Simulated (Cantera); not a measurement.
**AlN + N2 + C (sublimation and decomposition of ceramics)**

Charge: 1 mol AlN, 0.1 mol N2, 0.016 mol C, held at 7.50 Torr.

These are equilibrium values from Cantera (NASA tables, ideal gas, pure condensed phases), not measurements of a reactor. Candidate condensed phases: Al, AlN, C; 16 gas species. Kinetics and transport are ignored.

From 1400 K to 2000 K the condensed part is AlN(s) + C(graphite). From 2200 K to 2600 K the condensed part is C(graphite). At 2800 K nothing is condensed.

```json
[
 {"T (K)": "1400", "x N2": "1.00", "x Al": "1.60e-9", "x CN": "7.44e-11", "x C3": "<1e-12", "n AlN(s)": "1.00", "n C(graphite)": "0.0160"},
 {"T (K)": "1600", "x N2": "1.000", "x Al": "1.50e-6", "x CN": "8.12e-9", "x C3": "<1e-12", "n AlN(s)": "1.00", "n C(graphite)": "0.0160"},
 {"T (K)": "1800", "x N2": "1.000", "x Al": "0.000301", "x CN": "3.09e-7", "x C3": "1.15e-11", "n AlN(s)": "1.000", "n C(graphite)": "0.0160"},
 {"T (K)": "2000", "x N2": "0.979", "x Al": "0.0207", "x CN": "5.59e-6", "x C3": "2.77e-9", "n AlN(s)": "0.998", "n C(graphite)": "0.0160"},
 {"T (K)": "2200", "x N2": "0.375", "x Al": "0.624", "x CN": "3.70e-5", "x C3": "2.42e-7", "n AlN(s)": "0", "n C(graphite)": "0.0159"},
 {"T (K)": "2400", "x N2": "0.375", "x Al": "0.625", "x CN": "0.000266", "x C3": "9.81e-6", "n AlN(s)": "0", "n C(graphite)": "0.0155"},
 {"T (K)": "2600", "x N2": "0.374", "x Al": "0.624", "x CN": "0.00140", "x C3": "0.000221", "n AlN(s)": "0", "n C(graphite)": "0.0123"},
 {"T (K)": "2800", "x N2": "0.371", "x Al": "0.622", "x CN": "0.00447", "x C3": "0.00145", "n AlN(s)": "0", "n C(graphite)": "0"}
]
```
x: gas mole fraction; n: condensed amount in mol.
